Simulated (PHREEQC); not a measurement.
Solution (51 °C): 2.2 mmol/kgw HNO3, 0.0068 mmol/kgw CaCl2 and 1.9 mmol/kgw MgCl2. Closed to the air; pH follows from the charge balance.

All values are PHREEQC results (ion-association model, phreeqc.dat), not measurements.

- pH: 2.69
- ionic strength: 0.00792 mol/kgw
- specific conductance: 2180 µS/cm
- total alkalinity: -2.20 meq/kg

```tsv
species	molality	activity	log γ
Cl-	0.00381	0.00346	-0.043
H+	0.00220	0.00202	-0.038
NO3-	0.00220	0.00199	-0.044
Mg+2	0.00190	0.00131	-0.162
Ca+2	6.80e-6	4.65e-6	-0.165
```

Precipitation was switched off in this run. At this temperature some constants are extrapolated from 25 °C, and those without enthalpy data are left unchanged.
